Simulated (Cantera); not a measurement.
A Cantera script and what it prints.

```python
import numpy as np
import cantera as ct

gas_names = """
    N NO NO2 NO3 N2 N2O O O2 O3 Si SiN SiO SiO2 Si2 Si2N Si3
""".split()
cond_names = """
    Si(cr) Si(L) SiO2(Lqz) SiO2(hqz) SiO2(L) Si2N2O(s) Si3N4(a)
""".split()


# ... load() reads the species with a 1 bar reference pressure and builds the phases ...
atoms = {
    'Si': {'Si': 1},
    'N2O': {'N': 2, 'O': 1},
    'N2': {'N': 2},
}
top_T = {'Si2N2O(s)': 2100, 'Si3N4(a)': 2400}  # K; cautious upper limits of use, not melting points


# ... equilibrate(T, P, feed) seeds the gas with the atoms and calls Mixture.equilibrate('TP', solver="vcs", rtol=1e-11, max_steps=5000) ...
results = []
feed = {'Si': 1, 'N2O': 0.042, 'N2': 320}  # mol
P = 0.48  # Pa
for T in [1300, 1325, 1350, 1375, 1400, 1425, 1450, 1475, 1500, 1525]:
    mix = equilibrate(T, P, feed)
    results.append((T, P, feed, dict(zip(mix.species_names, mix.species_moles))))
    x = sorted(zip(gas.X, gas.species_names), reverse=True)
    print(f"T = {T:g} K  P = {P:g} Pa  gas = {mix.phase_moles(0):.4g} mol")
    print("   x: " + "  ".join(f"{s} {v:.3e}" for v, s in x if v > 0.001))
    print("   condensed (mol): " + ("  ".join(f"{mix.phase(i).name} {mix.phase_moles(i):.4g}"
          for i in range(1, mix.n_phases) if mix.phase_moles(i) > 1e-12) or "none"))
```

Output:

```
T = 1300 K  P = 0.48 Pa  gas = 319.4 mol
   x: N2 9.999e-01
   condensed (mol): Si3N4(a) 0.3191
T = 1325 K  P = 0.48 Pa  gas = 319.4 mol
   x: N2 9.999e-01
   condensed (mol): Si3N4(a) 0.3186
T = 1350 K  P = 0.48 Pa  gas = 319.5 mol
   x: N2 9.998e-01
   condensed (mol): Si3N4(a) 0.317
T = 1375 K  P = 0.48 Pa  gas = 319.5 mol
   x: N2 9.998e-01
   condensed (mol): Si3N4(a) 0.3122
T = 1400 K  P = 0.48 Pa  gas = 320.1 mol
   x: N2 9.997e-01
   condensed (mol): Si(cr) 0.9021
T = 1425 K  P = 0.48 Pa  gas = 320.2 mol
   x: N2 9.995e-01
   condensed (mol): Si(cr) 0.8488
T = 1450 K  P = 0.48 Pa  gas = 320.3 mol
   x: N2 9.992e-01
   condensed (mol): Si(cr) 0.7495
T = 1475 K  P = 0.48 Pa  gas = 320.5 mol
   x: N2 9.987e-01  Si 1.198e-03
   condensed (mol): Si(cr) 0.5683
T = 1500 K  P = 0.48 Pa  gas = 320.8 mol
   x: N2 9.977e-01  Si 2.193e-03
   condensed (mol): Si(cr) 0.2444
T = 1525 K  P = 0.48 Pa  gas = 321 mol
   x: N2 9.969e-01  Si 2.951e-03
   condensed (mol): none
```

These are equilibrium values from Cantera (NASA tables, ideal gas, pure condensed phases), not measurements of a reactor.
